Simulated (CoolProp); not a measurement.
Saturation properties of dodecamethylpentasiloxane (MD3M).

Model: reference Helmholtz-energy equation of state, Thol 2019, in CoolProp.

```csv
T (K),p (kPa),enthalpy of vaporisation (kJ/kg),vapour Z,surface tension (mN/m)
326,0.06474,168.2,0.9996,15.9
343.4,0.2129,162.5,0.9990,14.7
360.9,0.6059,156.9,0.9977,13.6
378.3,1.510,151.4,0.9952,12.5
395.8,3.395,146.0,0.9910,11.4
413.2,6.939,140.6,0.9846,10.4
430.7,13.17,135.1,0.9752,9.31
448.1,23.32,129.5,0.9623,8.30
465.6,39.14,123.7,0.9453,7.30
483,62.38,117.7,0.9236,6.34
500.5,95.58,111.4,0.8965,5.39
517.9,140.9,104.6,0.8635,4.49
535.4,201.9,97.21,0.8235,3.62
552.8,281.2,89.06,0.7756,2.79
```

It boils at 503.0 K under 1 atm.

Surface tension comes from a separate correlation (Mulero 2014), older than this fluid's equation and unchecked against measurements.
